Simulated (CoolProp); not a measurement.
Normal hydrogen along the isotherm -240.75 °C: fugacity coefficient from the reference equation and from simpler models built on Tc = -240.0 °C, pc = 1.296 MPa, ω = -0.219; each cubic takes its own stable root.

The numbers come from the reference Helmholtz-energy equation of state, Leachman 2009 in CoolProp.

```
p (MPa)   phase  reference  van der Waals  Redlich-Kwong  Peng-Robinson
-------  ------  ---------  -------------  -------------  -------------
0.405       gas     0.8938         0.9026         0.8884         0.8790
0.81        gas     0.7884         0.8045         0.7790         0.7635
1.22     liquid     0.6644         0.6911         0.6501         0.6379
1.62     liquid     0.5313         0.5631         0.5215         0.5094
2.03     liquid     0.4491         0.4836         0.4414         0.4291
2.43     liquid     0.3958         0.4324         0.3894         0.3766
2.84     liquid     0.3573         0.3957         0.3515         0.3383
3.24     liquid     0.3295         0.3697         0.3241         0.3105
3.65     liquid     0.3078         0.3499         0.3026         0.2885
4.05     liquid     0.2913         0.3352         0.2862         0.2716
4.46     liquid     0.2779         0.3238         0.2728         0.2576
4.86     liquid     0.2675         0.3153         0.2622         0.2465
5.27     liquid     0.2588         0.3087         0.2534         0.2372
5.67     liquid     0.2520         0.3040         0.2464         0.2296
6.08     liquid     0.2463         0.3007         0.2405         0.2231
6.48     liquid     0.2419         0.2986         0.2358         0.2178
```
